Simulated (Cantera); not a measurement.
Equilibrium for chemical vapour transport: Fe2O3 + HCl + N2

A closed system holds: 1 mol Fe2O3, 0.021 mol HCl, 3.8 mol N2, at 625 °C and 1000 Pa.

Method: chemical equilibrium by Gibbs-energy minimisation in Cantera with the NASA 1993 tables (ideal gas, pure condensed phases). Candidate condensed phases: Fe, FeCl2, FeCl3, FeO, Fe(OH)2, Fe(OH)3, Fe2O3, Fe3O4, H2O, NH4Cl; 37 gas species. Condensed phases not in the tables: FeOCl. The numbers say what is thermodynamically allowed, not how fast it happens.

* **x(N2)**: 0.995
* **x(HCl)**: 0.00538
* **x(H2O)**: 5.68e-5
* **x(FeCl2)**: 2.65e-5
* **x(Cl2)**: 1.18e-5
* **x(FeCl3)**: 1.15e-5
* **x(Cl)**: 2.46e-6
* **n(Fe2O3(s))**: 1.000 mol
* **gas amount**: 3.821 mol
* **log10 activity of FeCl2(s) (absent)**: -3.90
* **log10 activity of Fe(α) (absent)**: -10.29
* **log10 activity of Fe(OH)2(s) (absent)**: -13.21
